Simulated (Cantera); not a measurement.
A closed system holds: 1 mol Si(CH3)4, 0.1 mol C2H2, 280 mol H2, held at 1525 °C and 0.00790 bar.

Equilibrium computed with Cantera from the NASA thermochemical tables; the gas is ideal and each condensed phase is pure. Kinetics and transport are ignored.

| species | before | after |
|---|---|---|
| H2 | 0.996 | 0.999 |
| H | 0.00395 | 0.00128 |
| C2H2 (acetylene) | 0.000172 | 5.69e-5 |
| C(graphite), mol | 3.10 | 3.16 |
| SiC(s), mol | 0.997 | 1.000 |
Gas species are given as mole fractions.

Q: What was changed between the two runs?
A) temperature from 1525 °C to 875 °C
B) pressure from 0.00790 bar to 0.0133 bar
C) temperature from 1525 °C to 1102 °C
D) temperature from 1525 °C to 1400 °C

A: D, temperature from 1525 °C to 1400 °C
